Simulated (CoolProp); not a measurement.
Model: reference Helmholtz-energy equation of state, Gao 2022, in CoolProp.

Task: For n-perfluorohexane, give the phase and the density (kg/m³), cp (kJ/(kg K)), cv (kJ/(kg K)), Joule-Thomson coefficient (K/MPa) at 450 K and 218 kPa; 450 K and 544 kPa.

Result: 
- 450 K and 218 kPa: gas; density 20.6, cp 1.02, cv 0.986, Joule-Thomson coefficient 8.33
- 450 K and 544 kPa: gas; density 55.7, cp 1.04, cv 0.991, Joule-Thomson coefficient 9.48
